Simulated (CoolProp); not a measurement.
Nitrogen at 293.15 K and 7.18 MPa is compressed adiabatically to 48.4 MPa with isentropic efficiency 0.85. Each further row changes one setting.

Values from CoolProp's reference Helmholtz-energy equation of state, Span 2000.

| case | work (kJ/kg) | final temperature (K) | final density (kg/m³) |
|---|---|---|---|
| as stated | 291 | 546.8 | 236 |
| efficiency 1 | 247 | 509.9 | 251 |
| efficiency 0.65 | 380 | 623.1 | 211 |
